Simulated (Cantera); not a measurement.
A Cantera script and what it prints.

```python
import numpy as np
import cantera as ct

gas_names = [...]  # 62 gases of nasa_gas.yaml made of B, F, H, N, O
cond_names = """
    B(b) B(L) BN(s) B2O3(L) B3O3H3(cr) H2O(s) H2O(L)
""".split()


# ... load() reads the species with a 1 bar reference pressure and builds the phases ...
atoms = {
    'B2O3': {'B': 2, 'O': 3},
    'HF': {'H': 1, 'F': 1},
    'N2': {'N': 2},
}
top_T = {'BN(s)': 3200}  # K; cautious upper limits of use, not melting points


# ... equilibrate(T, P, feed) seeds the gas with the atoms and calls Mixture.equilibrate('TP', solver="vcs", rtol=1e-11, max_steps=5000) ...
results = []
feed = {'B2O3': 1, 'HF': 32, 'N2': 0.45}  # mol
T = 1200  # K
for P in [1, 3.6, 13, 46, 170, 600, 2200, 7700, 28000, 100000]:
    mix = equilibrate(T, P, feed)
    results.append((T, P, feed, dict(zip(mix.species_names, mix.species_moles))))

top = {s: max(r[3][s] / sum(r[3][g] for g in gas_names) for r in results) for s in gas_names}
cols = sorted((s for s in top if top[s] > 0.0001), key=lambda s: -top[s])[:9]
seen = [c for c in cond_names if any(r[3].get(c, 0) > 1e-12 for r in results)]
print("log10 of partial pressures in bar; condensed amounts in mol")
print(f"{'P/Pa':>10s}" + "".join(f"{s[:9]:>10s}" for s in cols + seen))
for T, P, feed, n in results:
    ng = sum(n[g] for g in gas_names)
    print(f"{P:10.4g}" + "".join(f"{np.log10(max(n[s] / ng * P / 1e5, 1e-99)):10.3f}" for s in cols)
          + "".join(f"{n.get(c, 0):10.4g}" for c in seen))
```

It prints:

```
log10 of partial pressures in bar; condensed amounts in mol
      P/Pa        HF       H2O       BF3       BOF        N2      HBO2
         1    -5.052    -6.405    -7.008    -6.302    -6.867    -8.199
       3.6    -4.502    -5.738    -6.122    -5.848    -6.306    -7.628
        13    -3.953    -5.064    -5.330    -5.482    -5.742    -7.137
        46    -3.412    -4.429    -4.640    -5.238    -5.187    -6.800
       170    -2.849    -3.815    -4.002    -5.111    -4.616    -6.621
       600    -2.304    -3.250    -3.429    -5.065    -4.067    -6.556
      2200    -1.740    -2.680    -2.857    -5.051    -3.502    -6.535
      7700    -1.196    -2.135    -2.311    -5.047    -2.958    -6.530
   2.8e+04    -0.635    -1.574    -1.750    -5.045    -2.397    -6.528
     1e+05    -0.083    -1.021    -1.197    -5.045    -1.844    -6.527
```

Equilibrium computed with Cantera from the NASA thermochemical tables; the gas is ideal and each condensed phase is pure.
